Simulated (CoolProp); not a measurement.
Vapour pressure (MPa) of octamethyltrisiloxane (MDM): the reference equation beside estimates from Tc = 565.4 K, pc = 1.438 MPa, ω = 0.528.

Model: reference Helmholtz-energy equation of state, Thol 2017, in CoolProp.

| T (K) | reference | van der Waals | Soave-Redlich-Kwong |
|---|---|---|---|
| 408.5 | 0.06320 | 0.3381 | 0.06265 |
| 411 | 0.06791 | 0.3485 | 0.06733 |
| 413.6 | 0.07311 | 0.3595 | 0.07250 |
| 416.2 | 0.07861 | 0.3708 | 0.07797 |
| 418.8 | 0.08443 | 0.3823 | 0.08377 |
| 421.4 | 0.09058 | 0.3940 | 0.08990 |
| 424 | 0.09707 | 0.4059 | 0.09638 |
| 426.5 | 0.1037 | 0.4177 | 0.1030 |
| 429.1 | 0.1109 | 0.4300 | 0.1102 |
| 431.7 | 0.1184 | 0.4427 | 0.1177 |
| 434.3 | 0.1264 | 0.4555 | 0.1257 |
| 436.9 | 0.1348 | 0.4686 | 0.1341 |

Absolute difference from the reference over all 12 rows, mean and median: van der Waals 332.5 and 326.6 %, Soave-Redlich-Kwong 0.7 and 0.7 %.
